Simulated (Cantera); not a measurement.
Cantera run:

```python
import numpy as np
import cantera as ct

gas_names = """
    O2 CO
""".split()
cond_names = """
    Ti(b) TiC(s) TiO(b) TiO2(ru) Ti2O3(b) Ti3O5(b) Ti4O7(s)
""".split()


# ... load() reads the species with a 1 bar reference pressure and builds the phases ...
species = {s.name: s for s in load("nasa_gas.yaml", gas_names) + load("nasa_condensed.yaml", cond_names)}
T = 1725
g = {n: (s.thermo.h(T) - T * s.thermo.s(T)) / (ct.gas_constant * T * np.log(10)) for n, s in species.items()}
valid = cond_names  # the entries whose range holds T


def stable(la, lb):
    # potentials (over RT ln 10) of the two non-metals from log10 p(O2) and log10 p(CO) in bar
    mu = {}
    mu["O"] = (g["O2"] + la) / 2
    mu["C"] = (g["CO"] + lb - 1 * mu["O"]) / 1
    cost = {}
    for n in valid:
        c = species[n].composition
        cost[n] = (g[n] - sum(c.get(e, 0) * m for e, m in mu.items())) / c["Ti"]
    return min(cost, key=cost.get)


results = []
for lb in [0, -1.3, -2.5, -3.8, -5.1, -6.4, -7.6, -8.9, -10.2, -11.5, -12.7, -14]:
    row = [stable(la, lb) for la in [-15, -14.2, -13.5, -12.8, -12, -11.2, -10.5, -9.8, -9, -8.2, -7.5, -6.8, -6, -5.2, -4.5, -3.8, -3, -2.2, -1.5, -0.8, 0]]
    results.append(row)
    print(f"{lb:6.1f}  " + " ".join(f"{valid.index(n):x}" for n in row))
print("key: " + ", ".join(f"{i:x} {n}" for i, n in enumerate(valid)))
```

It prints:

```
   0.0  5 5 5 5 6 3 3 3 3 3 3 3 3 3 3 3 3 3 3 3 3
  -1.3  5 5 5 5 6 3 3 3 3 3 3 3 3 3 3 3 3 3 3 3 3
  -2.5  5 5 5 5 6 3 3 3 3 3 3 3 3 3 3 3 3 3 3 3 3
  -3.8  5 5 5 5 6 3 3 3 3 3 3 3 3 3 3 3 3 3 3 3 3
  -5.1  5 5 5 5 6 3 3 3 3 3 3 3 3 3 3 3 3 3 3 3 3
  -6.4  5 5 5 5 6 3 3 3 3 3 3 3 3 3 3 3 3 3 3 3 3
  -7.6  5 5 5 5 6 3 3 3 3 3 3 3 3 3 3 3 3 3 3 3 3
  -8.9  5 5 5 5 6 3 3 3 3 3 3 3 3 3 3 3 3 3 3 3 3
 -10.2  5 5 5 5 6 3 3 3 3 3 3 3 3 3 3 3 3 3 3 3 3
 -11.5  5 5 5 5 6 3 3 3 3 3 3 3 3 3 3 3 3 3 3 3 3
 -12.7  5 5 5 5 6 3 3 3 3 3 3 3 3 3 3 3 3 3 3 3 3
 -14.0  5 5 5 5 6 3 3 3 3 3 3 3 3 3 3 3 3 3 3 3 3
key: 0 Ti(b), 1 TiC(s), 2 TiO(b), 3 TiO2(ru), 4 Ti2O3(b), 5 Ti3O5(b), 6 Ti4O7(s)
```

Source: NASA polynomial tables (part measured, part estimated), evaluated in Cantera. TiC, TiO: taken at fixed stoichiometry. Not in the tables: Magnéli phases beyond Ti4O7, TiC-TiO solid solutions. Part of the grid cannot be reached: there another gas would pass 10 bar, or a non-metal would condense.
